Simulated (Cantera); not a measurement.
Charge: 1 mol TiO2, 0.39 mol Cl2, 0.14 mol H2, held at 1.00 bar.

Equilibrium computed with Cantera from the NASA thermochemical tables; the gas is ideal and each condensed phase is pure. Candidate condensed phases: H2O, Ti, TiCl2, TiCl3, TiCl4, TiO, TiO2, Ti2O3, Ti3O5, Ti4O7; 23 gas species. Condensed phases not in the tables: TiOCl. Rates play no part.

log p: log10 of the partial pressure in bar; n: condensed amount in mol.

```csv
T (°C),log p HCl,log p Cl2,log p Cl,log p TiCl4,log p H2O,n TiO2(rutile)
500,-0.28,-0.33,-5.47,-3.28,-2.98,1.000
550,-0.28,-0.33,?,?,?,1.000
600,-0.28,-0.33,-4.52,-3.12,-2.83,1.000
650,-0.28,-0.33,-4.11,-3.05,-2.76,1.000
700,-0.28,-0.33,-3.75,-2.99,-2.71,0.999
750,-0.28,-0.33,-3.43,-2.91,-2.67,0.999
800,-0.28,-0.33,-3.13,-2.83,-2.64,0.999
850,-0.28,-0.33,?,?,-2.63,0.999
900,-0.28,-0.33,-2.62,-2.63,-2.63,0.999
950,-0.28,-0.33,-2.39,-2.52,-2.63,0.998
```

Complete the blanks.


- 850, log p Cl: -2.86
- 850, log p TiCl4: -2.73
- 550, log p Cl: -4.97
- 550, log p TiCl4: -3.20
- 550, log p H2O: -2.90
